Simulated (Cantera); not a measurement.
Ignition delay

Mixture: CH4 : O2 : N2 : H2 = 1 : 3.28 : 17.7 : 0.083 (molar parts), equivalence ratio 0.62, at 760000 Pa, adiabatic and at constant volume. Ignition delay is the time to a rise of 400 K.

Cantera simulation using GRI-Mech 3.0 (53 species, 325 reactions); the numbers are that mechanism's predictions, not measurements.

```csv
T0 (K),delay (ms)
1323,0.871
1398,0.436
1473,0.223
1548,0.119
1623,0.0655
1698,0.0379
1773,0.0229
1848,0.0145
```

```
Quantity                                                Result
--------------------------------------------------  ----------
apparent activation energy between 1698 and 1848 K  170 kJ/mol
```
